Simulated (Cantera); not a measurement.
A Cantera script and what it prints.

```python
import numpy as np
import cantera as ct

gas_names = """
    H HO2 H2 H2O H2O2 O OH O2 O3 Pb PbO Pb2
""".split()
cond_names = """
    H2O(s) H2O(L) Pb(cr) Pb(L) PbO(rd) PbO(yw) PbO(L) PbO2(s) Pb3O4(s)
""".split()


# ... load() reads the species with a 1 bar reference pressure and builds the phases ...
atoms = {
    'PbO': {'Pb': 1, 'O': 1},
    'H2': {'H': 2},
}
top_T = {'Pb3O4(s)': 820}  # K; cautious upper limits of use, not melting points


# ... equilibrate(T, P, feed) seeds the gas with the atoms and calls Mixture.equilibrate('TP', solver="vcs", rtol=1e-11, max_steps=5000) ...
results = []
feed = {'PbO': 1, 'H2': 0.29}  # mol
P = 1000  # Pa
for T in [548, 573, 598, 623, 648, 673, 698, 723, 748, 773, 798, 823, 848, 873]:
    mix = equilibrate(T, P, feed)
    results.append((T, P, feed, dict(zip(mix.species_names, mix.species_moles))))

top = {s: max(r[3][s] / sum(r[3][g] for g in gas_names) for r in results) for s in gas_names}
cols = sorted((s for s in top if top[s] > 0.0001), key=lambda s: -top[s])[:5]
seen = [c for c in cond_names if any(r[3].get(c, 0) > 1e-12 for r in results)]
print("log10 of partial pressures in bar; condensed amounts in mol")
print(f"{'T/K':>10s}" + "".join(f"{s[:9]:>10s}" for s in cols + seen))
for T, P, feed, n in results:
    ng = sum(n[g] for g in gas_names)
    print(f"{T:10.4g}" + "".join(f"{np.log10(max(n[s] / ng * P / 1e5, 1e-99)):10.3f}" for s in cols)
          + "".join(f"{n.get(c, 0):10.4g}" for c in seen))
```

Result:

```
log10 of partial pressures in bar; condensed amounts in mol
       T/K       H2O    Pb(cr)     Pb(L)   PbO(rd)   PbO(yw)
       548    -2.000      0.29         0      0.71         0
       573    -2.000      0.29         0      0.71         0
       598    -2.000      0.29         0      0.71         0
       623    -2.000         0      0.29      0.71         0
       648    -2.000         0      0.29      0.71         0
       673    -2.000         0      0.29      0.71         0
       698    -2.000         0      0.29      0.71         0
       723    -2.000         0      0.29      0.71         0
       748    -2.000         0      0.29      0.71         0
       773    -2.000         0      0.29         0      0.71
       798    -2.000         0      0.29         0      0.71
       823    -2.000         0      0.29         0      0.71
       848    -2.000         0      0.29         0      0.71
       873    -2.000         0      0.29         0      0.71
```

Equilibrium computed with Cantera from the NASA thermochemical tables; the gas is ideal and each condensed phase is pure.
